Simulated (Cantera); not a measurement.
An isothermal, constant-pressure homogeneous reactor starts with 35.6 % NH3, 64.1 % H2, 0.271 % N2, at 1675 K and 13.5 Torr.

Detailed kinetics in Cantera: the gas-phase N/H chemistry of the illustrative SiF4/NH3 mechanism in the Surface Chemkin manual (1991). Walls and surfaces, which speed up NH3 decomposition in real reactors, are not modelled.

x: mole fraction; the columns are a selection and need not sum to one.

```csv
t (s),x NH3,x H2,x NH2,x N2,x N2H4
3.00e-6,0.356,0.641,?,0.00271,<1e-12
1.25e-5,0.356,0.641,?,0.00271,<1e-12
5.22e-5,0.356,0.641,?,0.00271,<1e-12
0.000218,0.356,0.641,?,0.00271,<1e-12
0.000909,0.356,0.641,?,0.00271,<1e-12
0.00379,0.356,0.641,?,0.00271,3.62e-12
0.0158,0.356,0.641,?,0.00271,6.45e-11
0.0660,0.356,0.641,?,0.00272,1.06e-9
0.275,0.355,0.642,0.000142,0.00315,4.02e-9
1.15,0.348,0.646,0.000141,0.00550,3.95e-9
4.79,0.323,0.662,0.000134,0.0147,3.57e-9
20.0,0.242,0.713,?,0.0444,2.40e-9
```

### Question
Some entries are withheld; supply them.

### Answer

- 3.00e-6, x NH2: 3.00e-9
- 1.25e-5, x NH2: 1.32e-8
- 5.22e-5, x NH2: 5.81e-8
- 0.000218, x NH2: 2.47e-7
- 0.000909, x NH2: 1.03e-6
- 0.00379, x NH2: 4.32e-6
- 0.0158, x NH2: 1.80e-5
- 0.0660, x NH2: 7.29e-5
- 20.0, x NH2: 0.000110
